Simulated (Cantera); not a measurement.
Input (Python, Cantera) and output of one run.

```python
import numpy as np
import cantera as ct

gas_names = """
    C CO COS CO2 CS CS2 C2 C2O C3 C3O2 C4 C5 Fe FeC5O5 FeO O O2 O3 S SO SO2 SO3 S2 S2O S8
""".split()
cond_names = """
    C(gr) Fe(a) Fe(c) Fe(d) Fe(L) FeC5O5(L) FeO(s) FeO(L) FeS(a) FeS(b) FeS(c) FeS(L) FeSO4(s) FeS2(s)
    Fe2O3(s) Fe2S3O12(s) Fe3O4(s) S(cr1) S(cr2) S(L)
""".split()


# ... load() reads the species with a 1 bar reference pressure and builds the phases ...
atoms = {
    'Fe2O3': {'Fe': 2, 'O': 3},
    'SO3': {'S': 1, 'O': 3},
    'CO2': {'C': 1, 'O': 2},
}
top_T = {'C(gr)': 4500, 'FeSO4(s)': 950, 'FeS2(s)': 1010, 'Fe2O3(s)': 1830, 'Fe2S3O12(s)': 1100, 'Fe3O4(s)': 1870}  # K; cautious upper limits of use, not melting points


# ... equilibrate(T, P, feed) seeds the gas with the atoms and calls Mixture.equilibrate('TP', solver="vcs", rtol=1e-11, max_steps=5000) ...
results = []
feed = {'Fe2O3': 1, 'SO3': 1.2, 'CO2': 0.68}  # mol
T = 1025  # K
for P in [1000, 3000, 8800, 26000, 77000, 230000, 680000, 2000000]:
    mix = equilibrate(T, P, feed)
    results.append((T, P, feed, dict(zip(mix.species_names, mix.species_moles))))

top = {s: max(r[3][s] / sum(r[3][g] for g in gas_names) for r in results) for s in gas_names}
cols = sorted((s for s in top if top[s] > 0.001), key=lambda s: -top[s])[:6]
seen = [c for c in cond_names if any(r[3].get(c, 0) > 1e-12 for r in results)]
print("log10 of partial pressures in bar; condensed amounts in mol")
print(f"{'P/Pa':>10s}" + "".join(f"{s[:9]:>10s}" for s in cols + seen))
for T, P, feed, n in results:
    ng = sum(n[g] for g in gas_names)
    print(f"{P:10.4g}" + "".join(f"{np.log10(max(n[s] / ng * P / 1e5, 1e-99)):10.3f}" for s in cols)
          + "".join(f"{n.get(c, 0):10.4g}" for c in seen))
```

Result:

```
log10 of partial pressures in bar; condensed amounts in mol
      P/Pa       CO2       SO2       SO3        O2  Fe2O3(s) Fe2S3O12(
      1000    -2.555    -2.336    -3.522    -2.637         1         0
      3000    -2.074    -1.873    -2.828    -2.174         1         0
      8800    -1.601    -1.428    -2.160    -1.729         1         0
   2.6e+04    -1.122    -0.991    -1.505    -1.292         1         0
   7.7e+04    -0.639    -0.568    -0.870    -0.869         1         0
   2.3e+05    -0.151    -0.159    -0.257    -0.460         1         0
   6.8e+05     0.714    -0.153    -0.248    -0.454    0.6554    0.3446
     2e+06     1.264    -0.153    -0.248    -0.454    0.6156    0.3844
```

These are equilibrium values from Cantera (NASA tables, ideal gas, pure condensed phases), not measurements of a reactor. Mutual solubility and eutectic melting of coexisting phases are not modelled.
